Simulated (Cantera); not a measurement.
## Adiabatic ignition

An adiabatic, constant-pressure homogeneous reactor starts with 49.2 % H₂, 10.7 % O₂, 40.2 % N₂, equivalence ratio 2.3, at 1175 K and 0.860 bar.

Model: GRI-Mech 3.0 (53 species, 325 reactions), integrated in Cantera.

```csv
t (s),T (K),x H₂,x O₂,x NO₂,x N₂O,x HO₂
1.00e-6,1175,0.492,0.107,<1e-12,<1e-12,1.96e-9
2.26e-6,1175,0.492,0.107,<1e-12,<1e-12,4.54e-9
5.09e-6,1175,0.492,0.107,<1e-12,<1e-12,1.11e-8
1.15e-5,1175,0.492,0.107,<1e-12,<1e-12,3.50e-8
2.59e-5,1175,0.492,0.107,<1e-12,<1e-12,4.73e-7
5.85e-5,1187,0.485,0.104,<1e-12,1.57e-10,4.93e-5
0.000132,2162,0.266,0.000593,7.19e-11,3.50e-9,3.62e-7
0.000298,2427,0.288,0.000183,2.05e-10,5.17e-9,1.48e-7
0.000672,2541,0.297,6.89e-5,4.46e-10,7.93e-9,6.56e-8
0.00152,2568,0.300,4.87e-5,7.86e-10,8.96e-9,4.71e-8
0.00342,2569,0.300,4.78e-5,1.40e-9,9.29e-9,4.62e-8
0.00772,2568,0.300,4.75e-5,2.41e-9,1.01e-8,4.59e-8
0.0174,2568,0.300,4.73e-5,3.22e-9,1.11e-8,4.58e-8
0.0393,2568,0.300,4.73e-5,3.36e-9,1.13e-8,4.57e-8
0.0886,2568,0.300,4.73e-5,3.36e-9,1.13e-8,4.57e-8
0.200,2568,0.300,4.73e-5,3.36e-9,1.13e-8,4.57e-8
```
x: mole fraction; the columns are a selection and need not sum to one.

```yaml
time_of_steepest_temperature_rise: 71.7 µs
temperature at 0.200 s: 2568 K
equilibrium_temperature: 2568 K
x(H₂) at 0.200 s: 0.300 (gas-phase equilibrium 0.300)
x(O₂) at 0.200 s: 4.73e-5 (gas-phase equilibrium 4.73e-5)
x(NO₂) at 0.200 s: 3.36e-9 (gas-phase equilibrium 3.36e-9)
```
